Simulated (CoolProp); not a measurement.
Computed with CoolProp (reference Helmholtz-energy equation of state, Thol 2019).

Question: Give the vapour pressure (MPa), liquid density (kg/m³), vapour density (kg/m³), enthalpy of vaporisation (kJ/kg) of saturated tetradecamethylhexasiloxane (MD4M) at 152.45, 198.65, 207.85 °C.

Answer: 
```json
[
 {"T (°C)": "152.45", "p (MPa)": "0.00408", "liquid density (kg/m³)": "761", "vapour density (kg/m³)": "0.535", "enthalpy of vaporisation (kJ/kg)": "133"},
 {"T (°C)": "198.65", "p (MPa)": "0.0209", "liquid density (kg/m³)": "711", "vapour density (kg/m³)": "2.54", "enthalpy of vaporisation (kJ/kg)": "118"},
 {"T (°C)": "207.85", "p (MPa)": "0.0275", "liquid density (kg/m³)": "701", "vapour density (kg/m³)": "3.31", "enthalpy of vaporisation (kJ/kg)": "115"}
]
```
